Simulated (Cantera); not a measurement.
Feed: 1 mol C3H8, 0.28 mol O2, equilibrated at 2100 K and 69.0 mbar.

These are equilibrium values from Cantera (NASA tables, ideal gas, pure condensed phases), not measurements of a reactor. Candidate condensed phases: C, C6H6, C7H8, C8H18, H2O; 110 gas species. The numbers say what is thermodynamically allowed, not how fast it happens.

Base state: H2 0.866, CO 0.122, H 0.0110, C2H2 (acetylene) 0.00125, CH4 1.71e-5 (mole fractions); condensed: C(graphite).

Q: What changes in the equilibrium state with this change: temperature from 2100 K to 2925 K?

A: 
```csv
species,before,after
H2,0.866,0.523
H,0.0110,0.343
CO,0.122,0.101
C2H2 (acetylene),0.00125,0.0260
C3,4.18e-9,0.00199
C2,<1e-9,0.000199
C,3.43e-9,0.000353
C5,<1e-9,2.88e-5
"C(graphite), mol",2.43,2.07
```
